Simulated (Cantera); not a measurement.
Feed: 1 mol ZrO2, 290 mol H2, 4.4 mol H2O, at 75.0 Torr.

Cantera equilibrium calculation (NASA polynomials, part measured and part estimated; ideal gas, pure solids and liquids). Candidate condensed phases: H2O, Zr, ZrO2; 12 gas species. Rates play no part.

**Question.** At 1473 K, list the 3 most abundant gas species with their mole fractions, and the condensed phases.

**Answer.** H2 0.985, H2O 0.0149, H 3.97e-5. Condensed: ZrO2(monoclinic).
